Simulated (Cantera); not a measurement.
Input: 1 mol B2O3, 0.16 mol NH3, 27 mol H2, equilibrated at 20.0 mbar.

Equilibrium computed with Cantera from the NASA thermochemical tables; the gas is ideal and each condensed phase is pure. Candidate condensed phases: B, BN, B2O3, B3O3H3, H2O; 39 gas species. Mutual solubility and eutectic melting of coexisting phases are not modelled. Rates play no part.

Problem. At 1023 K, list the 3 most abundant gas species with their mole fractions, and the condensed phases.

Solution. H2 0.997, N2 0.00281, H2O 0.000367. Condensed: BN(s) + B2O3(l).
